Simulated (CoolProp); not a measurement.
Vapour-liquid equilibrium of R227EA (1) + isobutane (2) at 0.371 MPa; x and y are mole fractions of (1).

The numbers come from the multi-fluid Helmholtz-energy mixture model, Lemmon 2016 and Bücker 2006; pair parameters Bell 2016 in CoolProp.

Q: Give the bubble temperature and the first vapour's composition at x = 0.05, 0.25, 0.85. Is there an azeotrope?

A: x = 0.05: 21.5 °C, y = 0.172; x = 0.25: 13.1 °C, y = 0.437; x = 0.85: 13.3 °C, y = 0.749. y crosses x between x = 0.55 and 0.65: the model has an azeotrope there.

The pair parameters rest on a limited set of measurements; away from them the model extrapolates.
